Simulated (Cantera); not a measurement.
**Equilibrium for iron carbonyl, mercury and lead vapours: PbO + O2 + H2**

A closed system holds: 1 mol PbO, 1.8 mol O2, 1.4 mol H2, held at 650 K and 1 atm.

Cantera equilibrium calculation (NASA polynomials, part measured and part estimated; ideal gas, pure solids and liquids). Candidate condensed phases: H2O, Pb, PbO, PbO2, Pb3O4; 12 gas species. Rates play no part.

The x(H2O) comes out as 0.600 and the x(O2) comes out as 0.400. The n(Pb3O4(s)) comes out as 0.333 mol. The gas amount is 2.333 mol and the log10 activity of PbO2(s) (absent) is -0.84. The log10 activity of Pb(l) (absent) is -12.23.
